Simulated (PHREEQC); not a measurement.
Make-up at 25 °C: 1.4 mmol/kgw NaH2PO4, 17 mmol/kgw NaOH and 0.84 mmol/kgw KCl. Closed to the air; pH follows from the charge balance.

Equilibrium calculation in PHREEQC: ion-association model, phreeqc.dat.

```csv
quantity,before,after
pH,12.10,11.83
PO4-3 (mol/kgw),0.000759,0.000238
HPO4-2 (mol/kgw),0.000627,0.000456
NaHPO4- (mol/kgw),1.28e-5,5.38e-6
KHPO4- (mol/kgw),5.80e-7,2.45e-7
SI of Halite (NaCl),-6.51,-7.08
SI of Sylvite (KCl),-7.18,-7.75
```

Q: What was changed between the two runs?
A. KCl from 0.00084 to 0.00042 mol/kgw
B. NaH2PO4 from 0.0014 to 0.014 mol/kgw
C. NaOH from 0.017 to 0.0034 mol/kgw
D. diluted 2-fold with water

A: D, diluted 2-fold with water

This is a speciation only: nothing precipitates in the calculation.
